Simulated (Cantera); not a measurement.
A closed system holds: 1 mol SiCl4, a varied amount of H2, held at 1825 °C and 0.0560 bar.

Method: chemical equilibrium by Gibbs-energy minimisation in Cantera with the NASA 1993 tables (ideal gas, pure condensed phases). Candidate condensed phases: Si; 19 gas species. Gases not in the tables: Si2H6 and higher silanes. Equilibrium is a limit: real reactors are often held back by kinetics, nucleation or transport.

Task: What share of the Si ends up in condensed phases as a function of n(H2) (mol), at 39, 58, 87, 130, 200, 290, 440, 660?

Result: 
| n(H2) (mol) | Si condensed (%) | as |
|---|---|---|
| 39 | 35.0 | Si(l) |
| 58 | 40.7 | Si(l) |
| 87 | 41.9 | Si(l) |
| 130 | 37.0 | Si(l) |
| 200 | 22.9 | Si(l) |
| 290 | 0.6 | Si(l) |
| 440 | 0.0 | - |
| 660 | 0.0 | - |
